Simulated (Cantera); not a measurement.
Input (Python, Cantera):

```python
import numpy as np
import cantera as ct

gas = ct.Solution("gri30.yaml")
gas.TPX = 1323, 850000, {'CH4': 0.015, 'O2': 0.049, 'N2': 1}
inlet = ct.Reservoir(gas, clone=True)

reactor = ct.IdealGasConstPressureReactor(gas, energy="off", clone=False)
exhaust = ct.Reservoir(gas, clone=True)
tau = [2, 1.1, 0.56, 0.3, 0.16, 0.083, 0.044, 0.023, 0.012, 0.0066][0]
for a, b in ((inlet, reactor), (reactor, exhaust)):
    ct.MassFlowController(a, b, mdot=lambda t: reactor.mass / tau)
net = ct.ReactorNet([reactor])
show = ['CH4', 'O2', 'HO2', 'CH2', 'NO2', 'C2H', 'H2O2']

rows = []
print(f"{'tau/s':>10s}{'T/K':>9s}" + "".join(f"{s:>11s}" for s in show))
for tau in [2, 1.1, 0.56, 0.3, 0.16, 0.083, 0.044, 0.023, 0.012, 0.0066]:
    net.initial_time = 0.0
    net.advance(30 * tau)
    before = gas.X
    net.advance(40 * tau)
    drift = np.max(np.abs(gas.X - before) / (gas.X + 1e-9))
    rows.append([gas.T, *gas[show].X, drift])
    print(f"{tau:10.3e}{gas.T:9.1f}" + "".join(f"{x:11.3e}" for x in gas[show].X))
```

Output:

```
     tau/s      T/K        CH4         O2        HO2        CH2        NO2        C2H       H2O2
 2.000e+00   1323.0  9.560e-06  1.791e-02  8.518e-07  2.438e-10  2.081e-08  1.392e-13  6.214e-09
 1.100e+00   1323.0  1.515e-05  1.794e-02  1.339e-06  4.039e-10  3.035e-08  2.318e-13  1.034e-08
 5.600e-01   1323.0  2.499e-05  1.800e-02  2.160e-06  7.002e-10  4.203e-08  3.703e-13  1.952e-08
 3.000e-01   1323.0  3.924e-05  1.809e-02  3.258e-06  1.147e-09  5.008e-08  5.325e-13  3.619e-08
 1.600e-01   1323.0  6.144e-05  1.824e-02  4.791e-06  1.864e-09  5.161e-08  7.410e-13  6.778e-08
 8.300e-02   1323.0  9.800e-05  1.848e-02  6.958e-06  3.070e-09  4.488e-08  1.041e-12  1.289e-07
 4.400e-02   1323.0  1.546e-04  1.884e-02  9.710e-06  4.940e-09  3.328e-08  1.485e-12  2.338e-07
 2.300e-02   1323.0  2.495e-04  1.943e-02  1.328e-05  7.960e-09  2.111e-08  2.257e-12  4.157e-07
 1.200e-02   1323.0  4.128e-04  2.035e-02  1.768e-05  1.261e-08  1.177e-08  3.716e-12  7.131e-07
 6.600e-03   1323.0  6.801e-04  2.167e-02  2.244e-05  1.858e-08  6.255e-09  6.363e-12  1.134e-06
```

Detailed kinetics in Cantera: GRI-Mech 3.0 (53 species, 325 reactions). The temperature is held fixed by assumption; the heat of reaction is taken as removed at once.
